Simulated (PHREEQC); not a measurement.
## Alkaline etch or developer: speciation

Make-up at 95 °C: 0.09 mol LiOH, 0.00011 mol H3BO3 and 0.02 mol HBr per kg of water. Closed to the air; pH follows from the charge balance.

The numbers come from PHREEQC with the ion-association model, wateq4f.dat.

The pH is 11.06, the ionic strength comes out as 0.0900 mol/kgw and the total alkalinity is 70.0 meq/kg.

| species | molality | activity | log γ |
|---|---|---|---|
| Li+ | 0.0900 | 0.0698 | -0.110 |
| OH- | 0.0699 | 0.0517 | -0.131 |
| Br- | 0.0200 | 0.0152 | -0.121 |
| H2BO3- | 0.000110 | 7.91e-5 | -0.142 |
| H3BO3 | 4.16e-7 | 4.25e-7 | 0.009 |
| O2 | 8.65e-8 | 8.83e-8 | 0.009 |

Precipitation was switched off in this run. Constants without temperature data keep their 25 °C values here.
